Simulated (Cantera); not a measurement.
A closed system holds: 1 mol H₂S, 0.33 mol H₂, equilibrated at 2223.15 K and 200 Pa.

These are equilibrium values from Cantera (NASA tables, ideal gas, pure condensed phases), not measurements of a reactor. Candidate condensed phases: S; 7 gas species. Kinetics and transport are ignored.

Base state: H₂ 0.574, S₂ 0.170, S 0.109, H 0.109, SH 0.0348, H₂S 0.00362 (mole fractions); condensed: gas only.

Question: What changes in the equilibrium state with this change: H₂S replaced by N₂O?

Answer: 
```
species   before   after
-------  -------  ------
N₂             0   0.572
O₂             0   0.175
H₂O            0   0.156
H₂         0.574  0.0110
S₂         0.170       0
S          0.109       0
SH        0.0348       0
OH             0  0.0309
O              0  0.0293
NO             0  0.0103
H          0.109  0.0150
H₂S      0.00362       0
```
Further candidate phases: H₂O.

Question: What changes in the equilibrium state with this change: pressure from 200 Pa to 1000 Pa?

Answer: 
```
species   before    after
-------  -------  -------
H₂         0.574    0.636
S₂         0.170    0.208
S          0.109   0.0541
H          0.109   0.0511
SH        0.0348   0.0406
H₂S      0.00362  0.00992
```
